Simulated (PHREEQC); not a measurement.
Synthetic water in mmol/kgw, 25 °C, pH 7.99, pe 9.2: Na 0.267; K 0.385; Ca 0.292; Mg 0.0346; Cl 0.364; S(6) 0.372; Alkalinity (meq/kgw) 0.227; O(0) (counted as O atoms) 0.0509; Pb 0.000271.

Valence states are taken as typed.

The numbers come from PHREEQC with the ion-association model, phreeqc.dat.

```csv
quantity,before,after
SO4-2 (mol/kgw),0.000357,0.000347
HCO3- (mol/kgw),0.000222,0.000220
Mg+2 (mol/kgw),3.26e-5,3.28e-5
CaSO4 (mol/kgw),1.20e-5,2.24e-5
CO2 (mol/kgw),4.86e-6,4.80e-6
SI of Pb(OH)2 (Pb(OH)2),-0.05,-0.05
SI of Cerussite (PbCO3),-0.76,-0.76
```

Q: Which change was made?
A) temperature from 25 to 40 °C at the same typed pH
B) pH from 7.99 to 6.99 at the same alkalinity
C) pH from 7.99 to 8.99 at the same alkalinity
D) all concentrations times 2 at the same typed pH
E) Ca from 0.292 to 0.584 mmol/kgw

A: E, Ca from 0.292 to 0.584 mmol/kgw

This is a speciation only: nothing precipitates in the calculation.
